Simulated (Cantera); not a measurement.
A perfectly stirred reactor is fed with 11.5 % H₂, 88.5 % O₂, equivalence ratio 0.065, at 10.00 Torr; it is held at 1350 K, and followed from long to short residence time.

Model: the H2/O2 subset of GRI-Mech 3.0, which has no nitrogen chemistry, integrated in Cantera. Radical loss at walls, strong at low pressure, is not modelled. The temperature is held fixed by assumption; the heat of reaction is taken as removed at once.

One state of this run: x H₂ = 0.00190; x O₂ = 0.849; x O = 0.0245; x H₂O₂ = 1.39e-7; x OH = 0.00703; x H = 0.00607; x H₂O = 0.111. x: mole fraction; the columns are a selection and need not sum to one.

Question: Which value of τ (s) does it belong to?
A. 0.069
B. 0.0040
C. 0.010
D. 0.18

Answer: A, 0.069
